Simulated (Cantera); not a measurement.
Cantera run:

```python
import numpy as np
import cantera as ct

gas_names = [...]  # 110 gases of nasa_gas.yaml made of C, H, O
cond_names = """
    C(gr) C6H6(L) C7H8(L) C8H18(L),n-octa H2O(s) H2O(L)
""".split()


# ... load() reads the species with a 1 bar reference pressure and builds the phases ...
atoms = {
    'C': {'C': 1},
    'CO2': {'C': 1, 'O': 2},
    'H2O': {'H': 2, 'O': 1},
}
top_T = {'C(gr)': 4500}  # K; cautious upper limits of use, not melting points


# ... equilibrate(T, P, feed) seeds the gas with the atoms and calls Mixture.equilibrate('TP', solver="vcs", rtol=1e-11, max_steps=5000) ...
results = []
feed = {'C': 1, 'CO2': 2.5, 'H2O': 0.81}  # mol
T = 3000  # K
P = 1333.22  # Pa
mix = equilibrate(T, P, feed)
results.append((T, P, feed, dict(zip(mix.species_names, mix.species_moles))))
x = sorted(zip(gas.X, gas.species_names), reverse=True)
print(f"T = {T:g} K  P = {P:g} Pa  gas = {mix.phase_moles(0):.4g} mol")
print("   x: " + "  ".join(f"{s} {v:.3e}" for v, s in x if v > 1e-06))
print("   condensed (mol): " + ("  ".join(f"{mix.phase(i).name} {mix.phase_moles(i):.4g}"
      for i in range(1, mix.n_phases) if mix.phase_moles(i) > 1e-12) or "none"))
```

Output:

```
T = 3000 K  P = 1333.22 Pa  gas = 6.53 mol
   x: CO 5.007e-01  O 1.986e-01  H 1.709e-01  O2 4.103e-02  CO2 3.529e-02  OH 2.963e-02  H2 1.562e-02  H2O 8.153e-03  HO2 1.212e-06
   condensed (mol): none
```

These are equilibrium values from Cantera (NASA tables, ideal gas, pure condensed phases), not measurements of a reactor.
